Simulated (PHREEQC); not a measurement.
Solution (25 °C): 2.2 mol KCl, 0.09 mol NaHCO3 and 0.77 mol NaCl per kg of water. Closed to the air; pH follows from the charge balance.

The numbers come from PHREEQC with the Pitzer model, pitzer.dat.

Each row changes one thing in this solution. No solid was allowed to form.

```
case                                 pH  ionic strength (mol/kgw)  HCO3- (mol/kgw)  CO2 (mol/kgw)  CO3-2 (mol/kgw)  SI of Sylvite (KCl)  SI of Halite (NaCl)
---------------------------------  ----  ------------------------  ---------------  -------------  ---------------  -------------------  -------------------
as made                            7.66                      3.06           0.0866        0.00170          0.00170                -0.56                -1.57
NaHCO3 from 0.09 to 0.9 mol/kgw    7.53                         ?            0.868         0.0163           0.0163                -0.54                    ?
NaHCO3 from 0.09 to 0.018 mol/kgw     ?                      2.99           0.0173       0.000342         0.000341                -0.56                -1.60
diluted 2-fold with water          7.78                      1.53                ?       0.000807         0.000806                -1.15                -2.19
temperature from 25 to 65 °C       7.55                      3.06           0.0858        0.00209          0.00208                -0.84                -1.59
temperature from 25 to 50 °C       7.56                      3.06           0.0861        0.00193          0.00193                -0.75                    ?
```

Problem. Fill in the missing entries.

Solution. 
- NaHCO3 from 0.09 to 0.9 mol/kgw, ionic strength (mol/kgw): 3.89
- NaHCO3 from 0.09 to 0.9 mol/kgw, SI of Halite (NaCl): -1.28
- NaHCO3 from 0.09 to 0.018 mol/kgw, pH: 7.67
- diluted 2-fold with water, HCO3- (mol/kgw): 0.0434
- temperature from 25 to 50 °C, SI of Halite (NaCl): -1.58

Complexes and solids missing from the database can't appear. In brines, pH and single-ion activities rest on the MacInnes convention. Constants without temperature data keep their 25 °C values here.
